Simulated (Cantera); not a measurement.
Charge: 1 mol B, a varied amount of O2, 17 mol H2, at 0.00670 bar.

These are equilibrium values from Cantera (NASA tables, ideal gas, pure condensed phases), not measurements of a reactor. Candidate condensed phases: B, B2O3, B3O3H3, H2O; 23 gas species. Mutual solubility and eutectic melting of coexisting phases are not modelled. The numbers say what is thermodynamically allowed, not how fast it happens.

### Question
What condenses at these points (T in K, n(O2) in mol): (1148, 2.5); (1048, 0.62); (1348, 3.4); (1548, 0.62); (1348, 0.93); (1248, 1.6)?

### Answer
| T (K) | n(O2) in mol | condensed phases | B condensed (%) |
|---|---|---|---|
| 1148 | 2.5 | B2O3 | 95.9 |
| 1048 | 0.62 | B + B2O3 | 97.3 |
| 1348 | 3.4 | B2O3 | 38.3 |
| 1548 | 0.62 | gas only | 0.0 |
| 1348 | 0.93 | B2O3 | 85.0 |
| 1248 | 1.6 | B2O3 | 89.5 |
